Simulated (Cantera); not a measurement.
Standard-state values (1 bar) from the NASA 1993 polynomials, evaluated with Cantera. Values are per mole of reaction as written; species without (g) are pure solids or liquids, kept so even where they would boil at 1 bar.

4 Al + O₂(g) = 2 Al₂O(g)

```tsv
T (K)	ΔH° (kJ)	ΔS° (J/K)	ΔG° (kJ)	log10 K	condensed phases
300	[?]	[?]	[?]	[?]	Al(s)
1575	-378.7	86.7	-515.2	17.09	Al(l)
1675	-382.7	84.2	-523.7	16.33	Al(l)
1775	[?]	[?]	[?]	[?]	Al(l)
1875	-390.8	79.6	-540.1	15.05	Al(l)
1975	[?]	[?]	[?]	[?]	Al(l)
2075	-399.0	75.4	-555.6	13.99	Al(l)
```

Problem. Complete the blanks.

Solution. 
- 300, ΔH° (kJ): -290.4
- 300, ΔS° (J/K): 186.2
- 300, ΔG° (kJ): -346.3
- 300, log10 K: 60.29
- 1775, ΔH° (kJ): -386.8
- 1775, ΔS° (J/K): 81.8
- 1775, ΔG° (kJ): -532.0
- 1775, log10 K: 15.66
- 1975, ΔH° (kJ): -394.9
- 1975, ΔS° (J/K): 77.5
- 1975, ΔG° (kJ): -547.9
- 1975, log10 K: 14.49
